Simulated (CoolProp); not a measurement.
Vapour-liquid equilibrium of carbon dioxide (1) + R22 (2) at 1.01 MPa; x and y are mole fractions of (1).

Model: multi-fluid Helmholtz-energy mixture model, Span 1996 and Kamei 1995; pair parameters Bell 2016, in CoolProp.

```tsv
x	bubble temperature, mixture model (K)	bubble temperature, Raoult's law (K)	y, mixture model	y, Raoult's law
0.05	291.1	288.4	0.167	0.253
0.2	275.4	270.3	0.536	0.640
0.35	262.7	258.7	0.745	0.806
0.5	253.0	250.3	0.861	0.891
0.65	245.4	243.9	0.927	0.941
0.8	239.5	238.8	0.967	0.973
0.95	234.7	234.5	0.993	0.994
```

The largest gap from Raoult's law is +5.1 K in bubble temperature, at x = 0.2. No azeotrope shows between x = 0.05 and 0.95.

The pair parameters rest on a limited set of measurements; away from them the model extrapolates.
